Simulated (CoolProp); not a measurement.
Computed with CoolProp (reference Helmholtz-energy equation of state, Gao 2016).

**Question.** Give the vapour pressure (MPa), liquid density (kg/m³), enthalpy of vaporisation (kJ/kg) of saturated sulfur dioxide at 308.9, 318.1 K.

**Answer.** 
```csv
T (K),p (MPa),liquid density (kg/m³),enthalpy of vaporisation (kJ/kg)
308.9,0.554,1340,345
318.1,0.729,1310,335
```
